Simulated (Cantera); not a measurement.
Input (Python, Cantera) and output of one run.

```python
import numpy as np
import cantera as ct

gas_names = """
    AL ALCL ALCL2 ALCL3 ALN ALO ALOCL ALO2 AL2 AL2CL6 AL2O AL2O2 CL CLO CL2 N NO NO2 NO3 N2 N2O O O2 O3
""".split()
cond_names = """
    AL(cr) AL(L) ALCL3(s) ALCL3(L) ALN(s) AL2O3(a) AL2O3(L)
""".split()


# ... load() reads the species with a 1 bar reference pressure and builds the phases ...
atoms = {
    'AlCl3': {'AL': 1, 'CL': 3},
    'O2': {'O': 2},
    'N2': {'N': 2},
}
top_T = {'ALN(s)': 2750}  # K; cautious upper limits of use, not melting points


# ... equilibrate(T, P, feed) seeds the gas with the atoms and calls Mixture.equilibrate('TP', solver="vcs", rtol=1e-11, max_steps=5000) ...
results = []
feed = {'AlCl3': 1, 'O2': 0.54, 'N2': 2.5}  # mol
P = 41  # Pa
for T in [898, 1048, 1198, 1348, 1498, 1648, 1798, 1948, 2098]:
    mix = equilibrate(T, P, feed)
    results.append((T, P, feed, dict(zip(mix.species_names, mix.species_moles))))

top = {s: max(r[3][s] / sum(r[3][g] for g in gas_names) for r in results) for s in gas_names}
cols = sorted((s for s in top if top[s] > 0.0001), key=lambda s: -top[s])[:5]
seen = [c for c in cond_names if any(r[3].get(c, 0) > 1e-12 for r in results)]
print("log10 of partial pressures in bar; condensed amounts in mol")
print(f"{'T/K':>10s}" + "".join(f"{s[:9]:>10s}" for s in cols + seen))
for T, P, feed, n in results:
    ng = sum(n[g] for g in gas_names)
    print(f"{T:10.4g}" + "".join(f"{np.log10(max(n[s] / ng * P / 1e5, 1e-99)):10.3f}" for s in cols)
          + "".join(f"{n.get(c, 0):10.4g}" for c in seen))
```

Output:

```
log10 of partial pressures in bar; condensed amounts in mol
       T/K        N2        CL       CL2     ALCL3      ALCL  AL2O3(a)
       898    -3.576    -6.118    -3.942    -4.527   -24.579      0.36
      1048    -3.580    -5.093    -3.960    -4.531   -20.160      0.36
      1198    -3.599    -4.365    -4.060    -4.550   -16.784      0.36
      1348    -3.643    -3.929    -4.405    -4.594   -13.926      0.36
      1498    -3.674    -3.779    -5.080    -4.625   -11.241      0.36
      1648    -3.682    -3.752    -5.826    -4.634    -8.838    0.3599
      1798    -3.684    -3.746    -6.483    -4.658    -6.820    0.3595
      1948    -3.698    -3.729    -7.016    -4.896    -5.355    0.3571
      2098    -3.722    -3.704    -7.454    -5.799    -4.819     0.351
```

Equilibrium computed with Cantera from the NASA thermochemical tables; the gas is ideal and each condensed phase is pure. The tables' values for AlCl2 are old estimates; treat these amounts as uncertain. Condensed phases not in the tables: AlOCl.
